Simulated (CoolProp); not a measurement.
Ethanol along the isobar 27.2 MPa: Z from the reference equation and from simpler models built on Tc = 241.6 °C, pc = 6.268 MPa, ω = 0.644; each cubic takes its own stable root.

Model: reference Helmholtz-energy equation of state, Schroeder 2014, in CoolProp.

```tsv
T (°C)	phase	reference	van der Waals	Redlich-Kwong	Soave-Redlich-Kwong	Peng-Robinson
185.25	liquid	0.4999	0.8456	0.6355	0.6095	0.5433
192.95	liquid	0.4990	0.8385	0.6337	0.6101	0.5441
200.65	liquid	0.4985	0.8319	0.6323	0.6114	0.5457
208.35	liquid	0.4985	0.8256	0.6312	0.6134	0.5479
215.95	liquid	0.4990	0.8198	0.6306	___	0.5509
223.65	liquid	0.4999	0.8143	0.6303	0.6197	0.5547
231.35	liquid	0.5014	0.8091	0.6305	0.6241	0.5593
239.05	liquid	0.5034	___	0.6310	0.6293	0.5648
246.65	supercritical	0.5060	0.7999	0.6319	0.6354	0.5712
254.35	supercritical	0.5093	0.7958	0.6331	0.6424	0.5785
262.05	supercritical	0.5134	0.7920	0.6348	0.6503	___
269.75	supercritical	0.5183	___	0.6368	0.6592	0.5960
277.45	supercritical	0.5242	0.7853	0.6393	0.6691	0.6063
285.05	supercritical	0.5310	0.7825	0.6420	0.6797	0.6173
292.75	supercritical	0.5389	___	0.6452	0.6914	0.6294
```

Question: Some entries are withheld; supply them.

Answer: 
- 215.95, Soave-Redlich-Kwong: 0.6161
- 239.05, van der Waals: 0.8043
- 262.05, Peng-Robinson: 0.5868
- 269.75, van der Waals: 0.7885
- 292.75, van der Waals: 0.7799
